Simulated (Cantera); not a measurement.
## Low-pressure radical oxidation in H2/O2

An isothermal, constant-pressure homogeneous reactor starts with H2 : O2 = 0.056 : 1 (molar parts), at 1425 K and 0.0133 bar.

Cantera simulation using the H2/O2 subset of GRI-Mech 3.0, which has no nitrogen chemistry; the numbers are that mechanism's predictions, not measurements. Radical loss at walls, strong at low pressure, is not modelled. The temperature is held fixed by assumption; the heat of reaction is taken as removed at once.

```csv
t (s),x H2,x O2,x OH,x H,x HO2,x O
2.00e-6,0.0530,0.947,1.67e-10,3.13e-9,3.30e-9,1.67e-10
1.07e-5,0.0530,0.947,3.99e-9,1.39e-8,1.76e-8,4.07e-9
5.69e-5,0.0530,0.947,6.66e-8,5.29e-8,9.38e-8,7.30e-8
0.000304,0.0530,0.947,3.69e-6,1.81e-6,5.01e-7,4.37e-6
0.00162,0.00123,0.902,0.00712,0.00655,1.92e-6,0.0379
0.00864,0.000876,0.905,0.00636,0.00546,1.81e-6,0.0358
0.0461,0.000600,0.919,0.00530,0.00295,1.59e-6,0.0236
0.246,0.000139,0.939,0.00258,0.000311,7.83e-7,0.00521
1.31,9.74e-6,0.945,0.000686,5.62e-6,1.31e-7,0.000357
7.00,7.67e-7,0.945,0.000193,1.24e-7,6.54e-8,2.81e-5
```
x: mole fraction; the columns are a selection and need not sum to one.

Equilibrium at this temperature and pressure: H2 3.21e-7, O2 0.945, OH 0.000125, H 3.37e-8, HO2 8.56e-8, O 1.18e-5 (gas phase only).
